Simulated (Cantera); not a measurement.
Input: 1 mol SiC, 0.11 mol N₂O, 280 mol N₂, held at 1950 K and 0.0100 bar.

Cantera equilibrium calculation (NASA polynomials, part measured and part estimated; ideal gas, pure solids and liquids). Candidate condensed phases: C, Si, SiC, SiO₂, Si₂N₂O, Si₃N₄; 34 gas species. The numbers say what is thermodynamically allowed, not how fast it happens.

Base state: N₂ 0.999, CO 0.000366, Si 0.000321, SiO 2.67e-5 (mole fractions); condensed: SiC(s).

### Question
What changes in the equilibrium state with this change: SiC replaced by Si₃N₄?

### Answer
| species | before | after |
|---|---|---|
| N₂ | 0.999 | 0.997 |
| Si | 0.000321 | 0.00238 |
| SiO | 2.67e-5 | 0.000389 |
| CO | 0.000366 | 0 |
| Si₂ | 3.96e-7 | 2.18e-5 |
| Si₂N | 1.75e-6 | 9.63e-5 |
| SiC(s), mol | 0.894 | 0 |
| Si(l), mol | 0 | 2.13 |
The tables' values for SiN are old estimates; treat these amounts as uncertain.

### Question
What changes in the equilibrium state with this change: pressure from 0.0100 bar to 1.70 bar?

### Answer
```json
[
 {"species": "N₂", "before": "0.999", "after": "1.000"},
 {"species": "CO", "before": "0.000366", "after": "0.000366"},
 {"species": "SiO", "before": "2.67e-5", "after": "2.66e-5"},
 {"species": "Si", "before": "0.000321", "after": "1.88e-6"},
 {"species": "SiC(s), mol", "before": "0.894", "after": "0.897"},
 {"species": "Si₃N₄(s), mol", "before": "0", "after": "0.0315"}
]
```
Mutual solubility and eutectic melting of coexisting phases are not modelled.

### Question
What changes in the equilibrium state with this change: N₂ from 280 to 3 mol?

### Answer
```
species        before    after
-----------  --------  -------
N₂              0.999    0.965
CO           0.000366   0.0177
SiO           2.67e-5   0.0164
Si₂N          1.75e-6  2.19e-5
Si           0.000321  0.00114
Si₂C          7.07e-6  2.53e-5
SiN           9.43e-6  3.31e-5
SiC(s), mol     0.894    0.943
```
The tables' values for SiN are old estimates; treat these amounts as uncertain.
